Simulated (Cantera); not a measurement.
Feed: 1 mol Fe₃O₄, a varied amount of C, 1.7 mol N₂, held at 2000 K and 10.0 Pa.

These are equilibrium values from Cantera (NASA tables, ideal gas, pure condensed phases), not measurements of a reactor. Candidate condensed phases: C, Fe, Fe(CO)₅, FeO, Fe₂O₃, Fe₃O₄; 27 gas species. The tables' stoichiometric FeO is somewhat more stable than real wüstite, so its field is too wide. FeO: taken at fixed stoichiometry. Kinetics and transport are ignored.

Question: Which condensed phases are stable at each of these points (n(C) (mol)): 0.69, 1.3, 1.8, 2.4, 3, 3.6, 4.2, 4.8, 5.3, 5.9, 6.5, 7.1?

Answer: 
```csv
n(C) (mol),condensed phases,Fe condensed (%)
0.69,FeO(l),73.7
1.3,FeO(l),49.0
1.8,FeO(l),25.1
2.4,gas only,0.0
3,gas only,0.0
3.6,gas only,0.0
4.2,C(graphite),0.0
4.8,C(graphite),0.0
5.3,C(graphite),0.0
5.9,C(graphite),0.0
6.5,C(graphite),0.0
7.1,C(graphite),0.0
```

From 0.69 mol C to 1.8 mol C the condensed part is FeO(l). From 2.4 mol C to 3.6 mol C nothing is condensed. From 4.2 mol C to 7.1 mol C the condensed part is C(graphite).
